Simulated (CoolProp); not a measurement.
Vapour-liquid equilibrium of R13 (1) + n-butane (2) at 215.7 K; x and y are mole fractions of (1).

The numbers come from the multi-fluid Helmholtz-energy mixture model, Platzer 1990 and Bücker 2006; pair parameters Bell 2016 in CoolProp. This equation is an older, rougher fit; its heat capacities, sound speeds and derivatives of the liquid may be far off and weren't checked against measurements.

| x | bubble pressure, mixture model (MPa) | bubble pressure, Raoult's law (MPa) | y, mixture model | y, Raoult's law |
|---|---|---|---|---|
| 0.05 | 0.04191 | 0.02121 | 0.862 | 0.734 |
| 0.125 | 0.08544 | 0.04414 | 0.935 | 0.882 |
| 0.2 | 0.1191 | 0.06706 | 0.955 | 0.929 |
| 0.275 | 0.1454 | 0.08998 | 0.965 | 0.952 |
| 0.35 | 0.1666 | 0.1129 | 0.971 | 0.966 |
| 0.425 | 0.1841 | 0.1358 | 0.975 | 0.975 |
| 0.5 | 0.1995 | 0.1587 | 0.978 | 0.981 |
| 0.575 | 0.2137 | 0.1817 | 0.981 | 0.986 |
| 0.65 | 0.2277 | 0.2046 | 0.984 | 0.990 |
| 0.725 | 0.2422 | 0.2275 | 0.986 | 0.993 |
| 0.8 | 0.2580 | 0.2504 | 0.989 | 0.995 |
| 0.875 | 0.2758 | 0.2734 | 0.993 | 0.997 |
| 0.95 | 0.2962 | 0.2963 | 0.997 | 0.999 |

The largest gap from Raoult's law is +97.6 % in bubble pressure, at x = 0.05. No azeotrope shows between x = 0.05 and 0.95.

The pair parameters rest on a limited set of measurements; away from them the model extrapolates. With so large a gap from Raoult's law the liquid may split in two, which this calculation doesn't test in full.
